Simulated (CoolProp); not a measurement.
A single-stage vapour-compression cycle with the fluid: evaporating at 255.15 K (dew point), condensing at 318.15 K (bubble point), superheat 0 K, subcooling 0 K, compressor efficiency 0.85, no pressure losses. The same conditions are run with several fluids, on thermodynamics alone (safety and materials aside).

The numbers come from the reference Helmholtz-energy equation of state of each fluid (R236EA: Rui 2013; R227EA: Lemmon 2016; R142b: Lemmon 2006; R236FA: Pan 2012; R125: Lemmon 2005; R21: Platzer 1990) in CoolProp. The equations of Platzer and Polt are older, rougher fits.

Q: Rank R236EA, R227EA, R142b, R236FA, R125, R21 by cooling COP, highest first.

A: R21 (2.81), R142b (2.61), R236EA (2.38), R236FA (2.33), R227EA (2.02), R125 (1.83)

```csv
fluid,pressure ratio,discharge temperature (K),refrigerating effect (kJ/kg),volumetric capacity (kJ/m³)
R236EA,11.7,318.1,98.5,243
R227EA,8.53,318.1,59.7,474
R142b,8.59,333.6,147,501
R236FA,10.5,318.2,90.5,322
R125,6.22,325.8,61.6,1410
R21,10.9,371.4,188,291
```

The compression ends wet for: R236EA; R227EA; R236FA.
